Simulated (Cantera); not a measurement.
A Cantera script and its output.

```python
import numpy as np
import cantera as ct

surf = ct.Interface("ptcombust.yaml", "Pt_surf")
gas = surf.adjacent["gas"]
gas.TPX = 923, 140000, {'H2': 0.024, 'O2': 0.052, 'N2': 0.79, 'H2O': 0.012}
surf.TP = 923, 140000
reactor = ct.FlowReactor(gas, clone=False)
reactor.area = 0.0001  # m2
reactor.surface_area_to_volume_ratio = 3500  # 1/m
reactor.mass_flow_rate = 1.2 * reactor.area * gas.density  # inlet velocity 1.2 m/s
reactor.energy_enabled = False
wall = ct.ReactorSurface(surf, reactor, clone=False)
net = ct.ReactorNet([reactor])
net.rtol, net.atol = 1e-8, 1e-16
show, cover = ['H2', 'O2', 'H2O'], ['PT(S)', 'H(S)', 'O(S)', 'OH(S)', 'CO(S)', 'C(S)']

rows = []
print(f"{'z/m':>9s}{'u/(m/s)':>9s}" + "".join(f"{s:>13s}" for s in show + cover))
for z in [6.2e-05, 0.0001, 0.00017, 0.00029, 0.00048, 0.0008, 0.0013, 0.0022, 0.0037, 0.0062]:
    net.advance(z)
    rows.append([reactor.speed, *gas[show].X, *surf[cover].coverages])
    print(f"{z:9.4g}{rows[-1][0]:9.3g}" + "".join(f"{x:13.4e}" for x in rows[-1][1:]))
```

Output:

```
      z/m  u/(m/s)           H2           O2          H2O        PT(S)         H(S)         O(S)        OH(S)        CO(S)         C(S)
  6.2e-05     1.19   2.8318e-03   4.7540e-02   3.8680e-02   1.8450e-01   4.0108e-07   8.0997e-01   5.5169e-03  -5.3444e-28  -2.3343e-30
   0.0001     1.18   1.4153e-03   4.6864e-02   4.0126e-02   1.5784e-01   3.0974e-07   8.3691e-01   5.2331e-03  -1.0873e-25  -4.2638e-28
  0.00017     1.18   4.5760e-04   4.6408e-02   4.1103e-02   1.4335e-01   2.6401e-07   8.5158e-01   5.0614e-03  -1.4855e-26  -6.2801e-29
  0.00029     1.18   7.4103e-05   4.6225e-02   4.1495e-02   1.3821e-01   2.4848e-07   8.5677e-01   4.9974e-03   2.1527e-28   3.6179e-31
  0.00048     1.18   4.3592e-06   4.6191e-02   4.1566e-02   1.3732e-01   2.4580e-07   8.5768e-01   4.9860e-03   2.7162e-29   1.2011e-31
   0.0008     1.18   3.7319e-08   4.6189e-02   4.1570e-02   1.3726e-01   2.4564e-07   8.5774e-01   4.9853e-03   2.4959e-29   1.1033e-31
   0.0013     1.18   4.9253e-11   4.6189e-02   4.1570e-02   1.3726e-01   2.4563e-07   8.5774e-01   4.9853e-03  -2.3645e-29  -1.2292e-31
   0.0022     1.18   2.7325e-11   4.6189e-02   4.1570e-02   1.3726e-01   2.4563e-07   8.5774e-01   4.9853e-03   1.8752e-29   9.0229e-32
   0.0037     1.18   2.7323e-11   4.6189e-02   4.1570e-02   1.3726e-01   2.4563e-07   8.5774e-01   4.9853e-03   1.6226e-29   7.9728e-32
   0.0062     1.18   2.7323e-11   4.6189e-02   4.1570e-02   1.3726e-01   2.4563e-07   8.5774e-01   4.9853e-03  -2.9897e-30   6.4378e-32
```

Detailed kinetics in Cantera: Deutschmann's 1995 Pt surface mechanism with GRI-Mech 3.0 gas chemistry. Catalytic surfaces can have several steady states; this one follows from the mechanism file's or the stated starting coverage. Mass transfer to the wall is taken as infinitely fast.
